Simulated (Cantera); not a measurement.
A perfectly stirred reactor is fed with H2 : O2 : N2 = 1 : 0.357 : 1.34 (molar parts), equivalence ratio 1.4, at 7.30 bar; it is adiabatic with a 348 K inlet, and is followed from long to short residence time, starting on the burning branch (τ in s: 0.1, 0.043, 0.018, 0.0077, 0.0033, 0.0014, 0.00059, 0.00025, 0.00011, 4.5e-05, 1.9e-05, 8e-06).

Detailed kinetics in Cantera: the H2/O2 subset of GRI-Mech 3.0, which has no nitrogen chemistry. The hydrogen kinetics of GRI-Mech 3.0 are dated; newer H2 mechanisms differ, most at raised pressure.

One state of this run: T (K) = 2333; x H2 = 0.121; x O2 = 6.96e-5; x H2O = 0.303; x OH = 0.000965; x HO2 = 6.38e-8; x H2O2 = 2.82e-8; x H = 0.00229. x: mole fraction; the columns are a selection and need not sum to one.

Q: Which value of τ (s) does it belong to?
(A) 4.5e-5
(B) 0.0014
(C) 0.00059
(D) 0.0077

A: D, 0.0077
